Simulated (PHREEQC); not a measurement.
Nickel, zinc or cadmium bath

Consider water at 30 °C with 0.036 mol/kgw CdCl2, 0.46 mol/kgw Na2SO4 and 0.0046 mol/kgw MnSO4. Closed to the air; pH follows from the charge balance.

All values are PHREEQC results (ion-association model, wateq4f.dat), not measurements.

Precipitation was switched off in this run.

Question: Estimate the pH.

Answer: pH 6.31.

Question: In which forms is S present?

Answer: SO4-2 55 %, NaSO4- 35 %, Cd(SO4)2-2 6.3 %, CdSO4 2.5 %, MnSO4 0.5 % of the S.

Caution: at this ionic strength the ion-association model is outside its range; a Pitzer model would be the better tool where its parameters exist.
